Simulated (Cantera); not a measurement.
Input: 1 mol HI, 9.6 mol H2, 5 mol O2, equilibrated at 0.00710 bar.

Equilibrium computed with Cantera from the NASA thermochemical tables; the gas is ideal and each condensed phase is pure. Candidate condensed phases: H2O, I2; 12 gas species. Equilibrium is a limit: real reactors are often held back by kinetics, nucleation or transport. All values below are at 2475 °C.

Base state: H 0.316, H2O 0.182, H2 0.154, O 0.131, OH 0.101, O2 0.0626, I 0.0537, HI 0.000260 (mole fractions); condensed: gas only.

Problem. What changes in the equilibrium state with this change: H2 from 9.6 to 0.073 mol?

Solution. 
```csv
species,before,after
O2,0.0626,0.417
O,0.131,0.338
I,0.0537,0.123
H,0.316,0.0560
H2,0.154,0.00482
H2O,0.182,0.0148
OH,0.101,0.0460
HI,0.000260,0.000106
```
